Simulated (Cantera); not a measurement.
Mixture: 14.6 % CH₄, 1.46 % H₂, 17.7 % O₂, 66.2 % N₂, at 0.987 atm, adiabatic and at constant pressure. Ignition delay is the time to a rise of 400 K.

Model: GRI-Mech 3.0 (53 species, 325 reactions), integrated in Cantera.

At T0 = 1223 K, what is the delay, and which 6 reactions control it most (d ln τ / d ln k, from doubling and halving each rate constant)?

The delay is 17.4 ms.
| reaction | d ln τ / d ln k | faster rate |
|---|---|---|
| H + O2 <=> O + OH | -0.72 | shortens it |
| 2 CH3 (+M) <=> C2H6 (+M) | 0.72 | lengthens it |
| CH3 + O2 <=> CH2O + OH | -0.25 | shortens it |
| CH3 + HO2 <=> CH3O + OH | -0.21 | shortens it |
| CH4 + OH <=> CH3 + H2O | 0.21 | lengthens it |
| CH3 + O2 <=> CH3O + O | -0.21 | shortens it |
